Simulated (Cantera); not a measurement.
A perfectly stirred reactor is fed with H2 : O2 : N2 = 1 : 0.333 : 1.25 (molar parts), equivalence ratio 1.5, at 10.0 bar; it is adiabatic with a 323 K inlet, and is followed from long to short residence time, starting on the burning branch (τ in s: 0.033, 0.018, 0.01, 0.0058, 0.0033, 0.0018, 0.001, 0.00058, 0.00033, 0.00018, 0.0001, 5.8e-05, 3.3e-05).

Detailed kinetics in Cantera: GRI-Mech 3.0 (53 species, 325 reactions). The hydrogen kinetics of GRI-Mech 3.0 are dated; newer H2 mechanisms differ, most at raised pressure.

One state of this run: T (K) = 2276; x H2 = 0.148; x O2 = 3.11e-5; x N2O = 5.12e-9; x H2O = 0.295; x O = 2.74e-6; x H2O2 = 1.20e-8. x: mole fraction; the columns are a selection and need not sum to one.

### Question
Which value of τ (s) does it belong to?
A) 0.018
B) 0.0033
C) 0.0010
D) 0.010

### Answer
A, 0.018
